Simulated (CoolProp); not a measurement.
Hydrogen chloride along the isotherm 11.05 °C: Z from the reference equation and from simpler models built on Tc = 51.5 °C, pc = 8314 kPa, ω = 0.130; each cubic takes its own stable root.

Values from CoolProp's reference Helmholtz-energy equation of state, Thol 2018.

| p (kPa) | phase | reference |
|---|---|---|
| 1040 | gas | 0.9246 |
| 2080 | gas | 0.8378 |
| 3120 | gas | 0.7302 |
| 4160 | liquid | 0.07245 |
| 5200 | liquid | 0.08984 |
| 6240 | liquid | 0.1070 |
| 7270 | liquid | 0.1239 |
| 8310 | liquid | 0.1407 |
| 9350 | liquid | 0.1573 |
| 10400 | liquid | 0.1740 |
| 11400 | liquid | 0.1898 |
| 12500 | liquid | 0.2069 |

### Question
How far does each simpler model (van der Waals, Redlich-Kwong, Soave-Redlich-Kwong, Peng-Robinson) lie from the reference over these 12 states: mean and median of the absolute difference, and the worst?

### Answer
- van der Waals: mean 120.5 %, median 62.8 %, worst +909.9 % at 11.05 °C and 4160 kPa
- Redlich-Kwong: mean 16.9 %, median 20.5 %, worst +23.8 % at 11.05 °C and 4160 kPa
- Soave-Redlich-Kwong: mean 14.9 %, median 18.3 %, worst +20.5 % at 11.05 °C and 4160 kPa
- Peng-Robinson: mean 4.3 %, median 4.9 %, worst +6.4 % at 11.05 °C and 4160 kPa

At some of these states van der Waals gives the other phase, because its saturation line lies elsewhere.
